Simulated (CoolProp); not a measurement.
Isobutene along the isobar 4.58 MPa: density (kg/m³) from the reference equation and from simpler models built on Tc = 144.9 °C, pc = 4.016 MPa, ω = 0.193; each cubic takes its own stable root.

Model: reference Helmholtz-energy equation of state, Lemmon 2005, in CoolProp. It is a short technical equation, of lower accuracy than the large ones.

| T (°C) | phase | reference | van der Waals | Soave-Redlich-Kwong |
|---|---|---|---|---|
| -69.25 | liquid | 696.6 | 434.1 | ___ |
| -61.05 | liquid | 688.4 | 430.0 | 640.3 |
| -52.75 | liquid | 679.9 | 425.7 | 633.6 |
| -44.45 | liquid | 671.5 | 421.3 | ___ |
| -36.25 | liquid | 663.0 | ___ | 619.4 |
| -27.95 | liquid | ___ | 412.3 | 611.9 |
| -19.65 | liquid | 645.6 | 407.6 | 604.1 |
| -11.45 | liquid | 636.9 | ___ | 596.0 |
| -3.15 | liquid | 627.9 | ___ | 587.5 |
| 5.05 | liquid | 618.8 | 392.8 | 578.8 |
| 13.35 | liquid | 609.5 | ___ | 569.5 |
| 21.65 | liquid | ___ | 382.1 | 559.9 |

Some entries are withheld; supply them.


- -69.25, Soave-Redlich-Kwong: 646.7
- -44.45, Soave-Redlich-Kwong: 626.6
- -36.25, van der Waals: 416.9
- -27.95, reference: 654.4
- -11.45, van der Waals: 402.8
- -3.15, van der Waals: 397.9
- 13.35, van der Waals: 387.6
- 21.65, reference: 599.9
